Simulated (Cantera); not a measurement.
Input (Python, Cantera):

```python
import numpy as np
import cantera as ct

gas = ct.Solution("gri30.yaml")
gas.TPX = 523, 72000, {'CH4': 1, 'C2H6': 1, 'C3H8': 1.2, 'O2': 9.58, 'N2': 36, 'CO2': 0.71}
flame = ct.FreeFlame(gas, width=0.05)
flame.set_refine_criteria(ratio=3, slope=0.08, curve=0.16)
flame.transport_model = "mixture-averaged"
flame.solve(loglevel=0, auto=True)
z, T = flame.grid, flame.T
thick = (T[-1] - T[0]) / np.gradient(T, z).max()
show = ['CH4', 'C2H6', 'C3H8', 'CO', 'CH3', 'CO2']
print(f"laminar burning velocity  {flame.velocity[0] * 100:.3f} cm/s")
print(f"burnt temperature         {T[-1]:.1f} K")
print(f"thermal thickness         {thick * 1e3:.4f} mm")
print(f"grid points               {len(z)}")
z0 = z[flame.heat_release_rate.argmax()]
print(f"{'z/mm':>9s}{'T/K':>9s}{'u/(m/s)':>9s}" + "".join(f"{s:>11s}" for s in show))
rows = []
for k in (-3, -2, -1.5, -1, -0.5, -0.25, 0, 0.25, 0.5, 1, 2, 4, 8):
    zz = z0 + k * thick
    rows.append([k * thick, np.interp(zz, z, T), np.interp(zz, z, flame.velocity),
                 *(np.interp(zz, z, flame.X[gas.species_index(s)]) for s in show)])
    print(f"{rows[-1][0] * 1e3:9.3f}{rows[-1][1]:9.1f}{rows[-1][2]:9.3f}" + "".join(f"{x:11.3e}" for x in rows[-1][3:]))
```

Output:

```
laminar burning velocity  108.985 cm/s
burnt temperature         2293.2 K
thermal thickness         0.4111 mm
grid points               151
     z/mm      T/K  u/(m/s)        CH4       C2H6       C3H8         CO        CH3        CO2
   -1.233    523.1    1.092  2.017e-02  2.018e-02  2.422e-02  3.502e-06  2.962e-09  1.433e-02
   -0.822    524.3    1.097  2.010e-02  2.012e-02  2.416e-02  4.593e-05  3.544e-08  1.429e-02
   -0.617    531.2    1.116  1.995e-02  2.003e-02  2.406e-02  2.895e-04  2.428e-07  1.425e-02
   -0.411    587.2    1.246  1.928e-02  1.955e-02  2.364e-02  2.465e-03  5.406e-06  1.432e-02
   -0.206    980.6    2.146  1.580e-02  1.487e-02  1.712e-02  2.147e-02  6.150e-04  1.727e-02
   -0.103   1395.9    3.147  1.129e-02  6.822e-03  5.747e-03  4.729e-02  3.217e-03  2.331e-02
    0.000   1776.0    4.088  4.286e-03  5.163e-04  1.635e-04  7.484e-02  2.857e-03  3.374e-02
    0.103   1951.4    4.506  6.059e-04  3.432e-06  1.658e-07  8.189e-02  5.090e-04  4.581e-02
    0.206   1998.9    4.605  4.618e-05  7.008e-09  2.681e-11  7.599e-02  4.396e-05  5.609e-02
    0.411   2030.6    4.654  1.955e-07  1.047e-13  2.918e-18  6.644e-02  2.021e-07  6.741e-02
    0.822   2066.5    4.717  9.665e-11  1.064e-18  4.222e-25  6.159e-02  1.092e-10  7.311e-02
    1.644   2113.2    4.808  4.159e-15  7.938e-25  6.837e-34  6.013e-02  1.952e-14  7.506e-02
    3.288   2168.9    4.917  2.832e-15 -9.424e-29 -9.474e-39  5.896e-02  1.346e-14  7.675e-02
```

Cantera simulation using GRI-Mech 3.0 (53 species, 325 reactions); the numbers are that mechanism's predictions, not measurements. GRI-Mech 3.0 was tuned for natural gas; its chemistry of propane as a main component is partial and can be far from experiment. Burning velocities carry a grid error of a few per cent, more on coarse grids.
